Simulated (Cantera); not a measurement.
An adiabatic, constant-volume homogeneous reactor starts with 6.58 % CH4, 19.7 % O2, 73.7 % N2, at 1173 K and 9.60 bar.

Model: GRI-Mech 3.0 (53 species, 325 reactions), integrated in Cantera.

One state of this run: T (K) = 2701; P (bar) = 22.3; x CH4 = <1e-12; x O2 = 0.0569; x HO2 = 2.11e-5; x CH2CO = <1e-12; x O = 0.00185. x: mole fraction; the columns are a selection and need not sum to one.

Problem. Which value of t (s) does it belong to?
A. 0.000704
B. 0.0767
C. 0.00227
D. 0.000218

Solution. B, 0.0767
